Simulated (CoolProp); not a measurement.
Values from CoolProp's reference Helmholtz-energy equation of state, Eisenbach 2021.

**Question.** Give the vapour pressure (kPa), liquid density (kg/m³), vapour density (kg/m³), enthalpy of vaporisation (kJ/kg) of saturated propylene glycol at 542.3, 562.1, 611.5 K.

**Answer.** 
| T (K) | p (kPa) | liquid density (kg/m³) | vapour density (kg/m³) | enthalpy of vaporisation (kJ/kg) |
|---|---|---|---|---|
| 542.3 | 791 | 798 | 14.7 | 600 |
| 562.1 | 1180 | 771 | 21.9 | 569 |
| 611.5 | 2820 | 686 | 55.3 | 467 |
